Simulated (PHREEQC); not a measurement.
A made-up water analysis in mg/L, 20 °C, pH 5.94, pe 10.2:

| constituent | mg/L |
|---|---|
| Na | 0.0643 |
| K | 0.00156 |
| Ca | 0.0705 |
| Mg | 0.134 |
| Cl | 0.195 |
| S(6) as SO4 | 0.383 |
| Alkalinity as HCO3 | 0.255 |
| Br | 0.00163 |
| Pb | 0.00815 |

Cl is adjusted to close the charge balance.
Valence states are taken as typed.

Equilibrium calculation in PHREEQC: ion-association model, phreeqc.dat.

Each row changes one thing in this solution. No solid was allowed to form.

```csv
case,CO2 (mol/kgw),HCO3- (mol/kgw),MgSO4 (mol/kgw),CaSO4 (mol/kgw),PbOH+ (mol/kgw),HSO4- (mol/kgw),SI of Pb(OH)2 (Pb(OH)2),SI of Anglesite (PbSO4)
as made,1.46e-5,5.33e-6,4.29e-9,1.14e-9,6.39e-10,3.92e-10,-3.87,-5.02
Br from 0.00163 to 0.00326 mg/L,1.46e-5,5.33e-6,4.29e-9,1.14e-9,6.39e-10,3.92e-10,-3.87,-5.02
pH from 5.94 to 5.5 at the same alkalinity,5.57e-5,___,4.28e-9,1.14e-9,___,1.08e-9,-4.75,-5.02
all concentrations times 2 at the same typed pH,___,9.51e-6,1.68e-8,4.46e-9,___,7.77e-10,___,-4.43
K from 0.00156 to 0.00468 mg/L,1.46e-5,5.33e-6,4.29e-9,1.14e-9,6.39e-10,3.92e-10,-3.87,-5.02
```

**Question.** Fill in the missing entries.

**Answer.** 
- pH from 5.94 to 5.5 at the same alkalinity, HCO3- (mol/kgw): 7.36e-6
- pH from 5.94 to 5.5 at the same alkalinity, PbOH+ (mol/kgw): 2.34e-10
- all concentrations times 2 at the same typed pH, CO2 (mol/kgw): 2.61e-5
- all concentrations times 2 at the same typed pH, PbOH+ (mol/kgw): 1.26e-9
- all concentrations times 2 at the same typed pH, SI of Pb(OH)2 (Pb(OH)2): -3.58

Complexes and solids missing from the database can't appear.
